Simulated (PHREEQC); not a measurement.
Make-up at 25 °C: 0.072 mol/kgw NH4HS. Closed to the air; pH follows from the charge balance.

The numbers come from PHREEQC with the ion-association model, phreeqc.dat.

```json
[
 {"quantity": "pH", "before": "8.10", "after": "8.09"},
 {"quantity": "H2S (mol/kgw)", "before": "0.00372", "after": "0.000845"},
 {"quantity": "NH3 (mol/kgw)", "before": "0.00371", "after": "0.000843"}
]
```

Problem. Name the change that produced these shifts.
A) NH4HS from 0.072 to 0.0792 mol/kgw
B) diluted 100-fold with water
C) diluted 5-fold with water
D) NH4HS from 0.072 to 0.144 mol/kgw
E) temperature from 25 to 45 °C

Solution. C, diluted 5-fold with water

This is a speciation only: nothing precipitates in the calculation.
